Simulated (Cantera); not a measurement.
## Silicon etching in halogen gases: Si + HF

Feed: 1 mol Si, 8.9 mol HF, equilibrated at 550 K and 1.00 bar.

Cantera equilibrium calculation (NASA polynomials, part measured and part estimated; ideal gas, pure solids and liquids). Candidate condensed phases: Si; 25 gas species. The numbers say what is thermodynamically allowed, not how fast it happens.

```json
{
 "x(HF)": "0.620",
 "x(H₂)": "0.253",
 "x(SiF₄)": "0.127",
 "x(H₂F₂)": "0.000279",
 "gas_amount": "7.898 mol",
 "log10 activity of Si(s) (absent)": "-42.23"
}
```
